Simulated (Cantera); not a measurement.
An adiabatic, constant-volume homogeneous reactor starts with CH₄ : C₂H₆ : O₂ : N₂ = 1 : 0.16 : 1.42 : 5.35 (molar parts), equivalence ratio 1.8, at 1100 K and 0.210 bar. Integrator tolerance rtol = 1e-08.

Cantera simulation using GRI-Mech 3.0 (53 species, 325 reactions); the numbers are that mechanism's predictions, not measurements.

**Question.** What does this change do: initial temperature 1100 to 1575 K?

**Answer.** 
```
quantity                                                              before                                      after
---------------------------------  -----------------------------------------  -----------------------------------------
time of steepest temperature rise                                    44.4 ms                                   0.380 ms
temperature at 2.00 s                                                 2558 K                                     2750 K
equilibrium temperature                                               2558 K                                     2750 K
x(CH₄) at 2.00 s                   1.27e-12 (gas-phase equilibrium 1.44e-12)      <1e-12 (gas-phase equilibrium <1e-12)
x(C₂H₆) at 2.00 s                      <1e-12 (gas-phase equilibrium <1e-12)      <1e-12 (gas-phase equilibrium <1e-12)
x(O₂) at 2.00 s                    0.000141 (gas-phase equilibrium 0.000141)  0.000899 (gas-phase equilibrium 0.000899)
x(OH) at 2.00 s                      0.00377 (gas-phase equilibrium 0.00377)      0.0104 (gas-phase equilibrium 0.0104)
x(HCN) at 2.00 s                     3.34e-8 (gas-phase equilibrium 3.34e-8)    2.53e-8 (gas-phase equilibrium 2.53e-8)
```
